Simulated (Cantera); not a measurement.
**Transport properties of process gases**

Gas mixture: H₂ : C₂H₂ = 0.71 : 0.94 (molar parts), at 0.780 atm, frozen composition.

Cantera's kinetic-theory transport with the Lennard-Jones parameters of GRI-Mech 3.0, ideal gas; thermal conductivity in the mixture-averaged form. The composition is frozen, though it would react at the higher temperatures.

```
T (K)  ρ (kg/m³)  cp (J/kg/K)  μ (µPa s)  λ (mW/m/K)     Pr  D (cm²/s) OH  D (cm²/s) H₂  D (cm²/s) CO₂
-----  ---------  -----------  ---------  ----------  -----  ------------  ------------  -------------
400        0.373         2626       14.0        87.5  0.421         0.800          1.31          0.416
600        0.249         2910       19.3         124  0.453          1.61          2.61          0.867
800        0.186         3113       23.9         159  0.467          2.62          4.23           1.44
1000       0.149         3291       27.9         193  0.476          3.82          6.14           2.11
1200       0.124         3449       31.6         226  0.482          5.17          8.32           2.88
1400       0.107         3584       35.1         259  0.485          6.69          10.7           3.74
```
D: mixture-averaged diffusion coefficient of that species in the mixture.
